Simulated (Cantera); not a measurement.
A closed system holds: 1 mol Pb, 2.1 mol O2, 1.5 mol H2, equilibrated at 0.00250 bar.

Method: chemical equilibrium by Gibbs-energy minimisation in Cantera with the NASA 1993 tables (ideal gas, pure condensed phases). Candidate condensed phases: H2O, Pb, PbO, PbO2, Pb3O4; 12 gas species. Gases not in the tables: (PbO)n polymers. Rates play no part.

Q: Which condensed phases are stable at each of these points (T (°C)): 452, 552, 652, 752, 852, 952, 1052, 1152, 1252?

A: 
```csv
T (°C),condensed phases,Pb condensed (%)
452,PbO(red),100.0
552,PbO(yellow),100.0
652,PbO(yellow),100.0
752,PbO(yellow),99.9
852,PbO(yellow),98.9
952,PbO(l),88.7
1052,PbO(l),3.0
1152,gas only,0.0
1252,gas only,0.0
```

At 452 °C the condensed part is PbO(red). From 552 °C to 852 °C the condensed part is PbO(yellow). From 952 °C to 1052 °C the condensed part is PbO(l). From 1152 °C to 1252 °C nothing is condensed.
